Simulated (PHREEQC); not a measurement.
A made-up water analysis in mg/L, 25 °C, pH 3.77, pe 12.6: Na 56.3; K 11.4; Ca 19.1; Mg 18.9; Cl 61.2; S(6) as SO4 178; B 0.0791.

Na is adjusted to close the charge balance.
Valence states are taken as typed.

Model: ion-association model, phreeqc.dat, run in PHREEQC.

```json
{
  "ionic_strength": "0.00774 mol/kgw",
  "specific_conductance": "655 µS/cm",
  "total_alkalinity": "-0.205 meq/kg"
}
```

```json
[
 {"species": "Na+", "molality": "0.00242", "activity": "0.00220", "log γ": "-0.040"},
 {"species": "Cl-", "molality": "0.00173", "activity": "0.00157", "log γ": "-0.040"},
 {"species": "SO4-2", "molality": "0.00163", "activity": "0.00114", "log γ": "-0.157"},
 {"species": "Mg+2", "molality": "0.000655", "activity": "0.000460", "log γ": "-0.153"},
 {"species": "Ca+2", "molality": "0.000418", "activity": "0.000292", "log γ": "-0.156"},
 {"species": "K+", "molality": "0.000289", "activity": "0.000264", "log γ": "-0.041"},
 {"species": "H+", "molality": "0.000184", "activity": "0.000170", "log γ": "-0.036"},
 {"species": "MgSO4", "molality": "0.000123", "activity": "0.000123", "log γ": "0.001"},
 {"species": "CaSO4", "molality": "5.90e-5", "activity": "5.91e-5", "log γ": "0.001"}
]
```

This is a speciation only: nothing precipitates in the calculation.
